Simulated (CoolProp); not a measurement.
Values from CoolProp's reference Helmholtz-energy equation of state, Gao 2022.

### Question
Give the vapour pressure (MPa), liquid density (kg/m³), liquid cp (kJ/(kg K)), vapour Z of saturated n-perfluorohexane at 295.9, 378.7, 390.6 K.

### Answer
```
T (K)  p (MPa)  liquid density (kg/m³)  liquid cp (kJ/(kg K))  vapour Z
-----  -------  ----------------------  ---------------------  --------
295.9   0.0266                    1680                   1.04     0.977
378.7    0.408                    1400                   1.19     0.825
390.6    0.541                    1350                   1.22     0.783
```
